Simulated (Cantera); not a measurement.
Thermodynamics of halide evaporation, hydrolysis and transport, feed PbI₂ + H₂ + N₂

Charge: 1 mol PbI₂, 1.3 mol H₂, 59 mol N₂, equilibrated at 17000 Pa.

These are equilibrium values from Cantera (NASA tables, ideal gas, pure condensed phases), not measurements of a reactor. Candidate condensed phases: I₂, Pb, PbI₂; 17 gas species. The tables' values for PbI₄ are old estimates; treat these amounts as uncertain. Equilibrium is a limit: real reactors are often held back by kinetics, nucleation or transport.

| T (°C) | x N₂ | x I | x H₂ | x Pb | x PbI₂ | x PbI | x HI | x PbI₄ |
|---|---|---|---|---|---|---|---|---|
| 802 | 0.962 | 0.000171 | 0.0210 | 0.000356 | 0.0125 | 0.00228 | 0.000491 | 0.00117 |
| 902 | 0.961 | 0.00105 | 0.0205 | 0.000480 | 0.0122 | 0.00289 | 0.00134 | 0.000726 |
| 1002 | 0.958 | 0.00357 | 0.0200 | 0.00103 | 0.0107 | 0.00429 | 0.00228 | 0.000237 |
| 1102 | 0.953 | 0.00805 | 0.0196 | 0.00250 | 0.00758 | 0.00603 | 0.00285 | 4.58e-5 |
| 1202 | 0.947 | 0.0141 | 0.0194 | 0.00520 | 0.00408 | 0.00677 | 0.00301 | 6.06e-6 |
| 1302 | 0.942 | 0.0202 | 0.0194 | 0.00863 | 0.00160 | 0.00574 | 0.00277 | 5.38e-7 |
| 1402 | 0.938 | 0.0247 | 0.0195 | 0.0116 | 0.000479 | 0.00380 | 0.00231 | 3.49e-8 |
| 1502 | 0.935 | 0.0274 | 0.0196 | 0.0135 | 0.000127 | 0.00219 | 0.00183 | 2.05e-9 |
| 1602 | 0.934 | 0.0289 | 0.0198 | 0.0146 | 3.35e-5 | 0.00121 | 0.00142 | 1.31e-10 |
| 1702 | 0.933 | 0.0298 | 0.0198 | 0.0151 | 9.42e-6 | 0.000672 | 0.00111 | 9.97e-12 |
x: gas mole fraction; nothing condenses.

From 802 °C to 1702 °C nothing is condensed. The main Pb-bearing gas is PbI₂ at 802 °C and Pb at 1702 °C.
